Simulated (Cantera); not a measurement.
**Thermodynamics of oxide etching and cleaning by halides, feed SiO₂ + HF + N₂**

A closed system holds: 1 mol SiO₂, 38 mol HF, 1.1 mol N₂, equilibrated at 0.000120 bar.

Method: chemical equilibrium by Gibbs-energy minimisation in Cantera with the NASA 1993 tables (ideal gas, pure condensed phases). Candidate condensed phases: H₂O, Si, SiO₂, Si₂N₂O, Si₃N₄; 58 gas species. The tables hold silica as quartz up to 1696 K and as liquid above; real silica turns to tridymite and cristobalite and melts near 1996 K. Equilibrium is a limit: real reactors are often held back by kinetics, nucleation or transport.

```
T (°C)   x HF   x H₂O    x N₂  x SiF₄     x H₂     x O₂  n SiO₂(β-quartz)
------  -----  ------  ------  ------  -------  -------  ----------------
702     0.892  0.0525  0.0289  0.0262  4.28e-7  2.08e-7                 0
752     0.892  0.0525  0.0289  0.0262  1.16e-6  5.60e-7                 0
802     0.892  0.0525  0.0289  0.0262  2.86e-6  1.38e-6                 0
852     0.892  0.0525  0.0289  0.0262  6.54e-6  3.12e-6                 0
902     0.901  0.0470  0.0288  0.0235  1.29e-5  6.14e-6             0.103
952     0.910  0.0409  0.0287  0.0205  2.36e-5  1.11e-5             0.216
1002    0.917  0.0359  0.0286  0.0180  4.12e-5  1.93e-5             0.309
```
x: gas mole fraction; n: condensed amount in mol.

From 702 °C to 852 °C nothing is condensed. From 902 °C to 1002 °C the condensed part is SiO₂(β-quartz). The main Si-bearing gas is SiF₄ throughout.
